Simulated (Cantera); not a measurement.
Input: 1 mol CCl₄, 0.51 mol HCl, equilibrated at 3425 K and 1.35 Torr.

These are equilibrium values from Cantera (NASA tables, ideal gas, pure condensed phases), not measurements of a reactor. Candidate condensed phases: C, C₆H₆, C₇H₈, C₈H₁₈; 91 gas species. The tables' values for CCl are old estimates; treat these amounts as uncertain. Equilibrium is a limit: real reactors are often held back by kinetics, nucleation or transport.

Base state: Cl 0.778, C 0.109, H 0.0871, C₃ 0.0128, C₂ 0.0126, HCl 0.000744, C₂H 5.86e-5, H₂ 5.54e-5 (mole fractions); condensed: gas only.

What changes in the equilibrium state with this change: pressure from 1.35 Torr to 10.0 Torr?


```tsv
species	before	after
Cl	0.778	0.816
H	0.0871	0.0859
C	0.109	0.0410
C₃	0.0128	0.0374
C₂	0.0126	0.0132
C₅	9.15e-6	0.000208
C₄	1.42e-5	0.000116
Cl₂	3.31e-6	2.70e-5
```
